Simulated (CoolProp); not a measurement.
Vapour-liquid equilibrium of dimethyl ether (1) + chloromethane (R40) (2) at -37.85 °C; x and y are mole fractions of (1).

The numbers come from the multi-fluid Helmholtz-energy mixture model, Wu 2011 and Thol 2014; pair parameters Bell 2016 in CoolProp.

**Question.** Give the bubble pressure and the first vapour's composition at x = 0.65, 0.85, 0.95. Is there an azeotrope?

**Answer.** x = 0.65: 0.05118 MPa, y = 0.676; x = 0.85: 0.05316 MPa, y = 0.877; x = 0.95: 0.05454 MPa, y = 0.962. y crosses x between x = 0.35 and 0.45: the model has an azeotrope there.

Pair parameters are fitted to limited data, so mixtures are less certain than the pure fluids.
